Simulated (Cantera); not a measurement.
# TiC + C + H2 (sublimation and decomposition of ceramics)

Charge: 1 mol TiC, 0.007 mol C, 0.27 mol H2.

Equilibrium computed with Cantera from the NASA thermochemical tables; the gas is ideal and each condensed phase is pure. Candidate condensed phases: C, C6H6, C7H8, C8H18, Ti, TiC; 77 gas species. TiC: taken at fixed stoichiometry. The numbers say what is thermodynamically allowed, not how fast it happens.

Stable condensed phases:

```
T in K \ P in Pa
               1     7.2      52     370    2700   19000  140000 1000000
   2900        A       A       B       B       B       B       B       B
   2800        A       A       B       B       B       B       B       B
   2700        A       B       B       B       B       B       B       B
   2600        A       B       C       C       B       B       B       B
   2500        C       C       C       C       C       C       C       C
   2400        C       C       C       C       C       C       C       C
   2300        C       C       C       C       C       C       C       C
   2200        C       C       C       C       C       C       C       C
   2100        C       C       C       C       C       C       C       C
   2000        C       C       C       C       C       C       C       C
   1900        C       C       C       C       C       C       C       C
   1800        C       C       C       C       C       C       C       C
```

A: gas only; B: TiC; C: C + TiC.
